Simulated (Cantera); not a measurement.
Feed: 1 mol SiCl₄, 5.2 mol HCl, 0.74 mol H₂, 0.033 mol CH₄, held at 0.133 bar.

Equilibrium computed with Cantera from the NASA thermochemical tables; the gas is ideal and each condensed phase is pure. Candidate condensed phases: C, C₆H₆, C₇H₈, C₈H₁₈, Si, SiC; 109 gas species. The numbers say what is thermodynamically allowed, not how fast it happens.

**Question.** Which condensed phases are stable at each of these points (T (°C)): 377, 427, 477, 527, 577, 627, 677, 727, 777, 827, 877, 927, 977?

**Answer.** 
```json
[
 {"T (°C)": "377", "condensed phases": "gas only", "Si condensed (%)": "0.0"},
 {"T (°C)": "427", "condensed phases": "gas only", "Si condensed (%)": "0.0"},
 {"T (°C)": "477", "condensed phases": "gas only", "Si condensed (%)": "0.0"},
 {"T (°C)": "527", "condensed phases": "C(graphite)", "Si condensed (%)": "0.0"},
 {"T (°C)": "577", "condensed phases": "C(graphite)", "Si condensed (%)": "0.0"},
 {"T (°C)": "627", "condensed phases": "C(graphite)", "Si condensed (%)": "0.0"},
 {"T (°C)": "677", "condensed phases": "C(graphite)", "Si condensed (%)": "0.0"},
 {"T (°C)": "727", "condensed phases": "C(graphite)", "Si condensed (%)": "0.0"},
 {"T (°C)": "777", "condensed phases": "C(graphite)", "Si condensed (%)": "0.0"},
 {"T (°C)": "827", "condensed phases": "C(graphite)", "Si condensed (%)": "0.0"},
 {"T (°C)": "877", "condensed phases": "C(graphite)", "Si condensed (%)": "0.0"},
 {"T (°C)": "927", "condensed phases": "C(graphite)", "Si condensed (%)": "0.0"},
 {"T (°C)": "977", "condensed phases": "C(graphite)", "Si condensed (%)": "0.0"}
]
```

From 377 °C to 477 °C nothing is condensed. From 527 °C to 977 °C the condensed part is C(graphite).
